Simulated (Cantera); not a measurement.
An isothermal, constant-pressure homogeneous reactor starts with C2H6 : H2 = 1 : 2.1 (molar parts), at 1475 K and 2.40 Torr. Integrator tolerance rtol = 1e-08.

Detailed kinetics in Cantera: GRI-Mech 3.0 (53 species, 325 reactions). GRI-Mech 3.0 stops at C3 and has no aromatics, soot or wall deposition, so with more carbon than oxygen in the feed, carbon stays in small species such as C2H2 where larger ones or solid carbon would form. Radical loss at walls, strong at low pressure, is not modelled.

Q: What does this change do: H2 2.1 to 8 parts?

A: 
```tsv
quantity	before	after
x(C2H6) at 50.0 s	5.25e-6 (gas-phase equilibrium 4.92e-9)	2.69e-6 (gas-phase equilibrium 2.91e-9)
x(H2) at 50.0 s	0.751 (gas-phase equilibrium 0.803)	0.876 (gas-phase equilibrium 0.908)
x(CH4) at 50.0 s	0.0760 (gas-phase equilibrium 0.00113)	0.0551 (gas-phase equilibrium 0.000928)
x(CH3) at 50.0 s	0.000242 (gas-phase equilibrium 5.90e-6)	0.000178 (gas-phase equilibrium 4.53e-6)
x(C2H2) at 50.0 s	0.173 (gas-phase equilibrium 0.196)	0.0681 (gas-phase equilibrium 0.0904)
x(CH2) at 50.0 s	2.70e-8 (gas-phase equilibrium 1.22e-9)	2.08e-8 (gas-phase equilibrium 8.81e-10)
x(C2H) at 50.0 s	4.38e-8 (gas-phase equilibrium 8.10e-8)	1.75e-8 (gas-phase equilibrium 3.52e-8)
```

Q: What does this change do: C2H6 1 to 0.58 parts?

A: 
```csv
quantity,before,after
x(C2H6) at 50.0 s,5.25e-6 (gas-phase equilibrium 4.92e-9),4.41e-6 (gas-phase equilibrium 4.22e-9)
x(H2) at 50.0 s,0.751 (gas-phase equilibrium 0.803),0.803 (gas-phase equilibrium 0.848)
x(CH4) at 50.0 s,0.0760 (gas-phase equilibrium 0.00113),0.0707 (gas-phase equilibrium 0.00108)
x(CH3) at 50.0 s,0.000242 (gas-phase equilibrium 5.90e-6),0.000223 (gas-phase equilibrium 5.46e-6)
x(C2H2) at 50.0 s,0.173 (gas-phase equilibrium 0.196),0.126 (gas-phase equilibrium 0.151)
x(CH2) at 50.0 s,2.70e-8 (gas-phase equilibrium 1.22e-9),2.50e-8 (gas-phase equilibrium 1.10e-9)
x(C2H) at 50.0 s,4.38e-8 (gas-phase equilibrium 8.10e-8),3.17e-8 (gas-phase equilibrium 6.07e-8)
```
